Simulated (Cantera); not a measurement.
**Ammonia decomposition in nitride growth gas**

An isothermal, constant-pressure homogeneous reactor starts with 7.69 % NH3, 92.3 % N2, at 1900 K and 750 Torr.

Detailed kinetics in Cantera: the gas-phase N/H chemistry of the illustrative SiF4/NH3 mechanism in the Surface Chemkin manual (1991). Walls and surfaces, which speed up NH3 decomposition in real reactors, are not modelled.

```csv
t (s),x NH3,x NH,x NH2,x H2,x N2H4,x N2H2,x N
9.00e-5,0.0769,1.24e-7,4.58e-5,2.36e-5,2.29e-9,8.01e-9,2.99e-10
0.000423,0.0767,1.16e-6,0.000174,0.000168,3.32e-8,1.52e-7,4.30e-9
0.00198,0.0757,1.99e-6,0.000218,0.00151,5.18e-8,2.72e-7,2.40e-8
0.00932,0.0712,2.79e-6,0.000180,0.00783,3.53e-8,2.45e-7,1.14e-7
0.0438,0.0538,3.24e-6,0.000127,0.0321,1.76e-8,1.67e-7,2.84e-7
0.206,0.0170,2.17e-6,5.24e-5,0.0834,3.00e-9,3.97e-8,3.26e-7
0.965,0.000737,3.81e-7,4.46e-6,0.106,2.17e-11,5.12e-10,1.20e-7
4.53,5.70e-5,3.77e-8,3.89e-7,0.107,<1e-12,4.47e-12,1.34e-8
21.3,1.02e-5,6.79e-9,7.00e-8,0.107,<1e-12,<1e-12,2.41e-9
100,2.20e-6,1.46e-9,1.50e-8,0.107,<1e-12,<1e-12,5.19e-10
```
x: mole fraction; the columns are a selection and need not sum to one.

Equilibrium at this temperature and pressure: NH3 7.88e-7, NH 5.23e-10, NH2 5.39e-9, H2 0.107, N2H4 <1e-12, N2H2 <1e-12, N 1.86e-10 (gas phase only).
